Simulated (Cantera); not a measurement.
A perfectly stirred reactor is fed with 49.0 % H₂, 32.7 % O₂, 18.3 % N₂, equivalence ratio 0.75, at 20000 Pa; it is held at 1100 K, and followed from long to short residence time.

Computed with Cantera and GRI-Mech 3.0 (53 species, 325 reactions). The temperature is held fixed by assumption; the heat of reaction is taken as removed at once.

x: mole fraction; the columns are a selection and need not sum to one.

```tsv
τ (s)	x H₂	x O₂	x H₂O₂	x O	x N₂O
0.90	0.00135	0.109	2.90e-6	3.28e-5	___
0.31	0.00254	0.109	4.32e-6	7.47e-5	___
0.11	0.00460	0.110	5.61e-6	0.000161	___
0.037	0.00847	0.112	6.70e-6	0.000344	___
0.013	0.0150	0.114	7.48e-6	0.000686	___
0.0044	0.0268	0.119	8.01e-6	0.00135	___
0.0015	0.0468	0.128	8.15e-6	0.00255	___
0.00053	0.0784	0.143	7.79e-6	0.00456	___
```

Q: What belongs in the gaps?

A: 
- 0.90, x N₂O: 7.39e-8
- 0.31, x N₂O: 6.07e-8
- 0.11, x N₂O: 4.81e-8
- 0.037, x N₂O: 3.59e-8
- 0.013, x N₂O: 2.60e-8
- 0.0044, x N₂O: 1.79e-8
- 0.0015, x N₂O: 1.20e-8
- 0.00053, x N₂O: 7.82e-9
